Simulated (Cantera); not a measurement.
A perfectly stirred reactor is fed with N2O : H2 : N2 = 1 : 0.0062 : 1.6 (molar parts), at 0.0247 atm; it is held at 1075 K, and followed from long to short residence time.

Computed with Cantera and GRI-Mech 3.0 (53 species, 325 reactions). GRI-Mech 3.0 was tuned for natural gas; its chemistry of N2O as a main component is partial and can be far from experiment. Radical loss at walls, strong at low pressure, is not modelled. The mechanism lacks the step 2 NO + O2 → 2 NO2, which can matter for NO2 below about 1400 K. The temperature is held fixed by assumption; the heat of reaction is taken as removed at once.

**Question.** What does this change do: temperature 1075 to 1375 K?

**Answer.** 
```json
[
 {"quantity": "x(N2O) at τ = 3.50 s", "before": "0.380", "after": "0.176"},
 {"quantity": "x(H2) at τ = 3.50 s", "before": "0.000478", "after": "2.31e-5"},
 {"quantity": "x(NO2) at τ = 3.50 s", "before": "6.27e-6", "after": "5.91e-5"},
 {"quantity": "x(NO) at τ = 3.50 s", "before": "8.10e-5", "after": "0.0294"},
 {"quantity": "x(H2O2) at τ = 3.50 s", "before": "4.45e-9", "after": "1.62e-10"},
 {"quantity": "x(N2O) at τ = 96.0 ms", "before": "0.383", "after": "0.370"},
 {"quantity": "x(H2) at τ = 96.0 ms", "before": "0.00218", "after": "0.000485"},
 {"quantity": "x(NO2) at τ = 96.0 ms", "before": "7.88e-8", "after": "5.20e-5"},
 {"quantity": "x(NO) at τ = 96.0 ms", "before": "3.52e-6", "after": "0.00164"},
 {"quantity": "x(H2O2) at τ = 96.0 ms", "before": "9.86e-9", "after": "7.75e-9"}
]
```

**Question.** What does this change do: temperature 1075 to 1498 K?

**Answer.** 
```tsv
quantity	before	after
x(N2O) at τ = 3.50 s	0.380	0.0561
x(H2) at τ = 3.50 s	0.000478	7.84e-6
x(NO2) at τ = 3.50 s	6.27e-6	3.20e-5
x(NO) at τ = 3.50 s	8.10e-5	0.0598
x(H2O2) at τ = 3.50 s	4.45e-9	1.50e-10
x(N2O) at τ = 96.0 ms	0.383	0.329
x(H2) at τ = 96.0 ms	0.00218	0.000211
x(NO2) at τ = 96.0 ms	7.88e-8	0.000103
x(NO) at τ = 96.0 ms	3.52e-6	0.00992
x(H2O2) at τ = 96.0 ms	9.86e-9	2.00e-9
```
